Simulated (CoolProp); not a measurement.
A single-stage vapour-compression cycle with the fluid: evaporating at 239.15 K (dew point), condensing at 276.15 K (bubble point), superheat 2 K, subcooling 8 K, compressor efficiency 0.6, no pressure losses. The same conditions are run with several fluids, on thermodynamics alone (safety and materials aside).

The numbers come from the reference Helmholtz-energy equation of state of each fluid (R21: Platzer 1990; R407C: Lemmon 2003; sulfur dioxide: Gao 2016; nitrous oxide: Lemmon 2006; CH3F (R41): Lemmon 2006; R134a: Tillner-Roth 1994) in CoolProp. The equations of Platzer and Polt are older, rougher fits. Blends and air are pseudo-pure fits.

Question: Rank R21, R407C, sulfur dioxide, nitrous oxide, CH3F (R41), R134a by cooling COP, highest first.

Answer: R21 (3.58), R134a (3.54), sulfur dioxide (3.41), CH3F (R41) (3.25), nitrous oxide (3.15), R407C (2.90)

```json
[
 {"fluid": "R21", "pressure ratio": "5.94", "discharge temperature (K)": "352.6", "refrigerating effect (kJ/kg)": "233", "volumetric capacity (kJ/m³)": "163"},
 {"fluid": "R407C", "pressure ratio": "5.44", "discharge temperature (K)": "332.2", "refrigerating effect (kJ/kg)": "200", "volumetric capacity (kJ/m³)": "1030"},
 {"fluid": "sulfur dioxide", "pressure ratio": "5.75", "discharge temperature (K)": "412.4", "refrigerating effect (kJ/kg)": "372", "volumetric capacity (kJ/m³)": "367"},
 {"fluid": "nitrous oxide", "pressure ratio": "2.92", "discharge temperature (K)": "339.2", "refrigerating effect (kJ/kg)": "246", "volumetric capacity (kJ/m³)": "7250"},
 {"fluid": "CH3F (R41)", "pressure ratio": "3.10", "discharge temperature (K)": "342.9", "refrigerating effect (kJ/kg)": "350", "volumetric capacity (kJ/m³)": "4920"},
 {"fluid": "R134a", "pressure ratio": "4.69", "discharge temperature (K)": "311.0", "refrigerating effect (kJ/kg)": "186", "volumetric capacity (kJ/m³)": "680"}
]
```
